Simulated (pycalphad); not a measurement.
An equivalent pycalphad script:

```python
from pycalphad import Database, equilibrium, calculate, variables as v
import numpy as np
db = Database('COST507.tdb')
comps = ['AL', 'SI', 'VA']
phases = ['DIAMOND_A4', 'FCC_A1', 'LIQUID']
eq = equilibrium(db, comps, phases, {v.X('SI'): 0.1251, v.T: np.arange(1850, 499, -50), v.P: 101325, v.N: 1}, output=['HM', 'SM'])
```

Source of the numbers: pycalphad with the COST 507 light-alloy database (1999); pressure 1 atm. The data set is of 1999 and partly superseded. Phase fractions are per mole of atoms.

Results at three of the temperatures:

```
T = 1400.00 K, P = 101325 Pa, N = 1 mol of atoms
G = -76223 J/mol, H = 46605 J/mol, S = 87.73 J/(mol K)  (SER reference)
chemical potentials (J/mol): Al -76092, Si -77139
phase             fraction      x(Al)      x(Si)
LIQUID              1.0000     0.8749     0.1251
```

```
T = 950.00 K, P = 101325 Pa, N = 1 mol of atoms
G = -39286 J/mol, H = 32596 J/mol, S = 75.67 J/(mol K)  (SER reference)
chemical potentials (J/mol): Al -40260, Si -32474
phase             fraction      x(Al)      x(Si)
LIQUID              1.0000     0.8749     0.1251
```

```
T = 600.00 K, P = 101325 Pa, N = 1 mol of atoms
G = -19225 J/mol, H = 7844 J/mol, S = 45.12 J/(mol K)  (SER reference)
chemical potentials (J/mol): Al -19995, Si -13847
phase             fraction      x(Al)      x(Si)
FCC_A1              0.8757     0.9991   0.000894
DIAMOND_A4          0.1243   1.14e-09     1.0000
```

Changes of the phase set, refined by bisection:

| T (°C) | phases above | phases below |
|---|---|---|
| 584.3 | LIQUID | DIAMOND_A4 + LIQUID |
| 577.0 | DIAMOND_A4 + LIQUID | DIAMOND_A4 + FCC_A1 |

FCC_A1 is fcc; DIAMOND_A4 is diamond (Si).
